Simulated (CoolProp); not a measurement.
Vapour-liquid equilibrium of propane (1) + benzene (2) at 56.05 °C; x and y are mole fractions of (1).

Model: multi-fluid Helmholtz-energy mixture model, Lemmon 2009 and Thol 2012; pair parameters Bell 2016, in CoolProp.

```tsv
x	bubble pressure (kPa)	y at the bubble point	dew pressure at overall composition x (kPa)	liquid density (mol/L)
0.05	198.0	0.770	47.75	10.79
0.2	560.9	0.920	56.75	10.88
0.35	834.0	0.949	69.90	10.93
0.5	1065	0.963	90.91	10.93
0.65	1286	0.973	129.9	10.85
0.8	1526	0.983	227.2	10.64
0.95	1824	0.995	851.5	10.17
```

No azeotrope shows between x = 0.05 and 0.95.

The pair parameters rest on a limited set of measurements; away from them the model extrapolates. The gap from Raoult's law changes sign with composition, which may be real or a fault of the pair parameters; it wasn't checked against measurements.
